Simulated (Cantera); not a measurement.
# Hydrocarbon pyrolysis for carbon deposition

An isothermal, constant-pressure homogeneous reactor starts with 7.56 % CH₄, 90.7 % H₂, 1.74 % N₂, at 1648 K and 10.00 Torr.

Model: GRI-Mech 3.0 (53 species, 325 reactions), integrated in Cantera. GRI-Mech 3.0 stops at C3 and has no aromatics, soot or wall deposition, so with more carbon than oxygen in the feed, carbon stays in small species such as C2H2 where larger ones or solid carbon would form. Radical loss at walls, strong at low pressure, is not modelled.

```json
[
 {"t (s)": "9.00e-5", "x CH₄": "0.0756", "x H₂": "0.907", "x C₂H₄": "<1e-12", "x CH₂": "<1e-12", "x CH₃": "1.02e-6", "x C₂H₆": "<1e-12"},
 {"t (s)": "0.000353", "x CH₄": "0.0756", "x H₂": "0.907", "x C₂H₄": "7.52e-11", "x CH₂": "8.61e-12", "x CH₃": "4.13e-6", "x C₂H₆": "4.02e-11"},
 {"t (s)": "0.00138", "x CH₄": "0.0756", "x H₂": "0.907", "x C₂H₄": "5.34e-9", "x CH₂": "1.60e-10", "x CH₃": "1.63e-5", "x C₂H₆": "2.25e-9"},
 {"t (s)": "0.00541", "x CH₄": "0.0755", "x H₂": "0.907", "x C₂H₄": "3.31e-7", "x CH₂": "2.54e-9", "x CH₃": "6.40e-5", "x C₂H₆": "8.43e-8"},
 {"t (s)": "0.0212", "x CH₄": "0.0753", "x H₂": "0.907", "x C₂H₄": "1.78e-5", "x CH₂": "3.67e-8", "x CH₃": "0.000247", "x C₂H₆": "1.56e-6"},
 {"t (s)": "0.0831", "x CH₄": "0.0729", "x H₂": "0.908", "x C₂H₄": "0.000268", "x CH₂": "2.81e-7", "x CH₃": "0.000713", "x C₂H₆": "9.27e-6"},
 {"t (s)": "0.326", "x CH₄": "0.0593", "x H₂": "0.915", "x C₂H₄": "0.000245", "x CH₂": "3.24e-7", "x CH₃": "0.000691", "x C₂H₆": "7.90e-6"},
 {"t (s)": "1.28", "x CH₄": "0.0323", "x H₂": "0.930", "x C₂H₄": "9.61e-5", "x CH₂": "2.28e-7", "x CH₃": "0.000415", "x C₂H₆": "2.68e-6"},
 {"t (s)": "5.00", "x CH₄": "0.00993", "x H₂": "0.942", "x C₂H₄": "3.67e-5", "x CH₂": "1.01e-7", "x CH₃": "0.000147", "x C₂H₆": "3.06e-7"}
]
```
x: mole fraction; the columns are a selection and need not sum to one.

Equilibrium at this temperature and pressure: CH₄ 0.000422, H₂ 0.948, C₂H₄ 2.76e-5, CH₂ 5.35e-9, CH₃ 6.83e-6, C₂H₆ 1.08e-9 (gas phase only).
